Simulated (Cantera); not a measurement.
# Silicon nitride deposition: SiH2Cl2 + NH3

Input: 1 mol SiH2Cl2, 1.3 mol NH3, held at 1075 K and 1.90 mbar.

Method: chemical equilibrium by Gibbs-energy minimisation in Cantera with the NASA 1993 tables (ideal gas, pure condensed phases). Candidate condensed phases: NH4Cl, Si, Si3N4; 28 gas species. The tables' values for SiCl3 are old estimates; treat these amounts as uncertain. The numbers say what is thermodynamically allowed, not how fast it happens.

```json
{
  "x(H2)": "0.563",
  "x(HCl)": "0.388",
  "x(SiCl4)": "0.0304",
  "x(N2)": "0.0170",
  "x(SiCl3)": "0.000715",
  "x(SiHCl3)": "0.000549",
  "x(SiCl2)": "0.000266",
  "x(SiH2Cl2)": "1.16e-6",
  "n(Si3N4(s))": "0.292 mol",
  "gas_amount": "3.894 mol",
  "log10 activity of Si(s) (absent)": "-3.29"
}
```
